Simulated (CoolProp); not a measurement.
Model: reference Helmholtz-energy equation of state, Schmidt 1985, in CoolProp.

Q: Give the vapour pressure (kPa), liquid viscosity (µPa s), vapour viscosity (µPa s), liquid conductivity (mW/(m K)) of saturated oxygen at -153.65, -142.85, -135.55 °C.

A: 
```tsv
T (°C)	p (kPa)	liquid viscosity (µPa s)	vapour viscosity (µPa s)	liquid conductivity (mW/(m K))
-153.65	993	98.5	9.38	108
-142.85	1780	77.0	10.5	92.2
-135.55	2510	64.2	11.4	81.7
```

Viscosity comes from a separate model (Lemmon 2004). Thermal conductivity comes from a separate model (Lemmon 2004).
